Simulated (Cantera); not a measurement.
What does this Cantera script print?

```python
import numpy as np
import cantera as ct

gas_names = """
    B BN BO BO2 B2 B2O B2O2 B2O3 N NO NO2 NO3 N2 N2O O O2 O3
""".split()
cond_names = """
    B(b) B(L) BN(s) B2O3(L)
""".split()


# ... load() reads the species with a 1 bar reference pressure and builds the phases ...
atoms = {
    'BN': {'B': 1, 'N': 1},
    'O2': {'O': 2},
}
top_T = {'BN(s)': 3200}  # K; cautious upper limits of use, not melting points


# ... equilibrate(T, P, feed) seeds the gas with the atoms and calls Mixture.equilibrate('TP', solver="vcs", rtol=1e-11, max_steps=5000) ...
results = []
feed = {'BN': 1, 'O2': 2.7}  # mol
T = 1573.15  # K
P = 12  # Pa
mix = equilibrate(T, P, feed)
results.append((T, P, feed, dict(zip(mix.species_names, mix.species_moles))))
x = sorted(zip(gas.X, gas.species_names), reverse=True)
print(f"T = {T:g} K  P = {P:g} Pa  gas = {mix.phase_moles(0):.4g} mol")
print("   x: " + "  ".join(f"{s} {v:.3e}" for v, s in x if v > 1e-06))
print("   condensed (mol): " + ("  ".join(f"{mix.phase(i).name} {mix.phase_moles(i):.4g}"
      for i in range(1, mix.n_phases) if mix.phase_moles(i) > 1e-12) or "none"))
```

It prints:

```
T = 1573.15 K  P = 12 Pa  gas = 2.961 mol
   x: O2 6.541e-01  N2 1.682e-01  B2O3 1.621e-01  BO2 1.348e-02  NO 1.403e-03  O 7.726e-04  BO 3.266e-06
   condensed (mol): none
```

Method: chemical equilibrium by Gibbs-energy minimisation in Cantera with the NASA 1993 tables (ideal gas, pure condensed phases).
